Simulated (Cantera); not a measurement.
Input: 1 mol SiH4, 13 mol O2, at 24.8 Torr.

These are equilibrium values from Cantera (NASA tables, ideal gas, pure condensed phases), not measurements of a reactor. Candidate condensed phases: H2O, Si, SiO2; 18 gas species. The tables hold silica as quartz up to 1696 K and as liquid above; real silica turns to tridymite and cristobalite and melts near 1996 K. Equilibrium is a limit: real reactors are often held back by kinetics, nucleation or transport.

Task: Which condensed phases are stable at each of these points (T (K)): 600, 700, 800, 900, 1000, 1100, 1200, 1300, 1400, 1500, 1600, 1700, 1800?

Result: 
```
T (K)  condensed phases  Si condensed (%)
-----  ----------------  ----------------
600      SiO2(α-quartz)             100.0
700      SiO2(α-quartz)             100.0
800      SiO2(α-quartz)             100.0
900      SiO2(β-quartz)             100.0
1000     SiO2(β-quartz)             100.0
1100     SiO2(β-quartz)             100.0
1200     SiO2(β-quartz)             100.0
1300     SiO2(β-quartz)             100.0
1400     SiO2(β-quartz)             100.0
1500     SiO2(β-quartz)             100.0
1600     SiO2(β-quartz)             100.0
1700    SiO2(condensed)             100.0
1800    SiO2(condensed)             100.0
```

From 600 K to 800 K the condensed part is SiO2(α-quartz). From 900 K to 1600 K the condensed part is SiO2(β-quartz). From 1700 K to 1800 K the condensed part is SiO2(condensed).
